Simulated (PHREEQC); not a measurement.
A solution holds 1.9 mol SrCl2 per kg of water, at 25 °C. Closed to the air; pH follows from the charge balance.

Equilibrium calculation in PHREEQC: Pitzer model, pitzer.dat.

Precipitation was switched off in this run.

Problem. What activity of water, density, osmotic coefficient does the model give?

Solution. activity of water 0.878; density 1.228 g/cm³; osmotic coefficient 1.267.
